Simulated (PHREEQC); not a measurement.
Solution A (1.8 mmol/kgw CsOH and 0.00063 mmol/kgw H4SiO4) is mixed with solution B (0.088 mol KOH and 5e-05 mol Na2CO3 per kg of water) at 25 °C; shares are by mass of water, 1 kg in all. O2 is buffered at 0.21 atm. The system is closed to CO2. Only these solids could form: SiO2(a), Nahcolite, Natron.

The numbers come from PHREEQC with the ion-association model, wateq4f.dat.

```
share of solution B     pH  H3SiO4- (mol/kgw)  H2SiO4-2 (mol/kgw)
-------------------  -----  -----------------  ------------------
0                    11.23            5.99e-7             8.02e-9
0.1                  11.97            5.19e-7             4.46e-8
0.2                  12.22            4.31e-7             7.12e-8
0.3                  12.37            3.52e-7             8.77e-8
0.4                  12.48            2.83e-7             9.48e-8
0.5                  12.57            2.21e-7             9.38e-8
0.6                  12.64            1.66e-7             8.57e-8
0.7                  12.69            1.17e-7             7.15e-8
0.8                  12.75            7.39e-8             5.20e-8
0.9                  12.79            3.50e-8             2.80e-8
1                    12.83                  0                   0
```

Species that the database lacks are ignored.
